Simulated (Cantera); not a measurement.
# Equilibrium for nitride etching: BN + O₂ + N₂

Input: 1 mol BN, 0.6 mol O₂, 1.5 mol N₂, at 17.0 Pa.

Method: chemical equilibrium by Gibbs-energy minimisation in Cantera with the NASA 1993 tables (ideal gas, pure condensed phases). Candidate condensed phases: B, BN, B₂O₃; 17 gas species. Mutual solubility and eutectic melting of coexisting phases are not modelled. Kinetics and transport are ignored.

```csv
T (K),x N₂,x BO,x B₂O₃,x B₂O₂,x BO₂,x O,n BN(s),n B₂O₃(l)
773,1.00,<1e-12,<1e-12,<1e-12,<1e-12,<1e-12,0.200,0.400
873,1.00,<1e-12,1.79e-11,<1e-12,<1e-12,<1e-12,0.200,0.400
973,1.00,1.04e-12,5.21e-9,1.89e-12,<1e-12,<1e-12,0.200,0.400
1073,1.000,3.00e-10,5.07e-7,8.84e-10,1.00e-12,<1e-12,0.200,0.400
1173,1.000,3.25e-8,2.19e-5,1.41e-7,7.70e-11,<1e-12,0.200,0.400
1273,0.999,1.66e-6,0.000511,9.93e-6,2.95e-9,<1e-12,0.200,0.399
1373,0.992,4.74e-5,0.00736,0.000370,6.56e-8,<1e-12,0.199,0.385
1473,0.918,0.000858,0.0727,0.00852,9.38e-7,9.12e-12,0.188,0.237
1573,0.811,0.00673,0.130,0.0520,3.69e-6,7.21e-11,0.112,0
1673,0.789,0.0264,0.0789,0.105,6.98e-6,3.93e-10,0,0
1773,0.776,0.0591,0.0776,0.0869,2.83e-5,6.14e-9,0,0
1873,0.757,0.109,0.0755,0.0592,0.000109,8.75e-8,0,0
1973,0.736,0.160,0.0732,0.0306,0.000423,1.30e-6,0,0
2073,0.722,0.194,0.0705,0.0123,0.00167,2.01e-5,0,0
```
x: gas mole fraction; n: condensed amount in mol.

From 773 K to 1473 K the condensed part is BN(s) + B₂O₃(l). At 1573 K the condensed part is BN(s). From 1673 K to 2073 K nothing is condensed.
